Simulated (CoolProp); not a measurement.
Computed with CoolProp (reference Helmholtz-energy equation of state, Zhou 2012).

Question: Give the vapour pressure (MPa), enthalpy of vaporisation (kJ/kg), liquid viscosity (µPa s), vapour viscosity (µPa s) of saturated p-xylene at 548.4, 585.4, 594.6 K.

Answer: 
```csv
T (K),p (MPa),enthalpy of vaporisation (kJ/kg),liquid viscosity (µPa s),vapour viscosity (µPa s)
548.4,1.45,220,86.7,12.1
585.4,2.40,158,69.1,14.0
594.6,2.70,135,64.3,14.7
```

Viscosity comes from a separate model (Balogun 2015).
